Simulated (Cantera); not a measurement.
Equilibrium for oxide etching and cleaning by halides: CaO + HF + N₂

Input: 1 mol CaO, 3.9 mol HF, 9.4 mol N₂, equilibrated at 1075 °C.

These are equilibrium values from Cantera (NASA tables, ideal gas, pure condensed phases), not measurements of a reactor. Candidate condensed phases: Ca, CaF₂, CaO, Ca(OH)₂, H₂O; 47 gas species. Mutual solubility and eutectic melting of coexisting phases are not modelled. Rates play no part.

At 1.00 Pa the condensed part is CaF₂(s) + CaO(s). From 10.0 Pa to 1.00 bar the condensed part is CaF₂(s). The main Ca-bearing gas is CaF₂ throughout.

| P (Pa) | log p N₂ | log p HF | log p H₂O | log p CaF₂ | log p H₂ | n CaF₂(s) | n CaO(s) |
|---|---|---|---|---|---|---|---|
| 1 | -5.14 | -5.61 | -6.55 | -7.25 | -8.72 | 0.298 | 0.629 |
| 10 | -4.12 | -4.81 | -5.09 | -7.25 | -7.75 | 0.993 | 0 |
| 100 | -3.12 | -3.81 | -4.09 | -7.25 | -7.07 | 0.999 | 0 |
| 1000 | -2.12 | -2.81 | -3.09 | -7.25 | -6.40 | 1.000 | 0 |
| 10000 | -1.12 | -1.81 | -2.09 | -7.25 | -5.73 | 1.000 | 0 |
| 100000 | -0.12 | -0.81 | -1.09 | -7.25 | -5.05 | 1.000 | 0 |
log p: log10 of the partial pressure in bar; n: condensed amount in mol.
